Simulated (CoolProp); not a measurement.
The numbers come from the reference Helmholtz-energy equation of state, de Reuck 1993 in CoolProp.

Question: Give the vapour pressure (kPa), vapour density (kg/m³), liquid cp (kJ/(kg K)), surface tension (mN/m) of saturated methanol at 45.35, 62.35 °C.

Answer: 
```
T (°C)  p (kPa)  vapour density (kg/m³)  liquid cp (kJ/(kg K))  surface tension (mN/m)
------  -------  ----------------------  ---------------------  ----------------------
45.35      45.4                   0.570                   2.67                    20.4
62.35      93.1                    1.13                   2.81                    19.0
```

Surface tension comes from a separate correlation (Mulero 2012).
